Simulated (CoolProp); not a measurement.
A simple Rankine cycle with dimethyl ether: condensing at 321.15 K, boiler at 3.74 MPa, turbine inlet 395.1 K, turbine efficiency 0.65, pump efficiency 0.7, no recuperator. Each further row changes one setting.

The numbers come from the reference Helmholtz-energy equation of state, Wu 2011 in CoolProp.

```
case                             thermal efficiency (%)  net work (kJ/kg)  heat in (kJ/kg)  turbine exit temperature (K)  volume ratio over the turbine
-------------------------------  ----------------------  ----------------  ---------------  ----------------------------  -----------------------------
as stated                                           7.8              33.1              428                         337.7                              ?
turbine inlet 415.1 K                               8.1              38.7                ?                             ?                              ?
condensing temperature 313.15 K                       ?              39.3                ?                         330.6                           4.66
boiler pressure 2.62 MPa                            6.1              28.5              464                         359.9                           2.47
turbine efficiency 0.55                               ?              27.1              428                         341.0                           3.86
```

Problem. Some entries are withheld; supply them.

Solution. 
- as stated, volume ratio over the turbine: 3.80
- turbine inlet 415.1 K, heat in (kJ/kg): 479
- turbine inlet 415.1 K, turbine exit temperature (K): 362.8
- turbine inlet 415.1 K, volume ratio over the turbine: 3.63
- condensing temperature 313.15 K, thermal efficiency (%): 8.8
- condensing temperature 313.15 K, heat in (kJ/kg): 448
- turbine efficiency 0.55, thermal efficiency (%): 6.3
